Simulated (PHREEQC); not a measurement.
Solution (25 °C): 1.2 mmol/kgw CuSO4, 0.59 mmol/kgw H2SO4 and 0.18 mmol/kgw H3BO3. Closed to the air; pH follows from the charge balance.

Equilibrium calculation in PHREEQC: ion-association model, phreeqc.dat.

```csv
quantity,before,after
pH,3.00,2.97
ionic strength (mol/kgw),0.00566,0.00210
SO4-2 (mol/kgw),0.00151,0.000643
HSO4- (mol/kgw),0.000115,5.76e-5
H2BO3- (mol/kgw),1.13e-10,1.02e-10
```

**Question.** What was changed between the two runs?
A. 0.00014 mol/kgw NaHCO3 added
B. diluted 10-fold with water
C. H2SO4 from 0.00059 to 5.9e-05 mol/kgw
D. H3BO3 from 0.00018 to 0.000162 mol/kgw
E. CuSO4 from 0.0012 to 0.00012 mol/kgw

**Answer.** E, CuSO4 from 0.0012 to 0.00012 mol/kgw

Precipitation was switched off in this run.
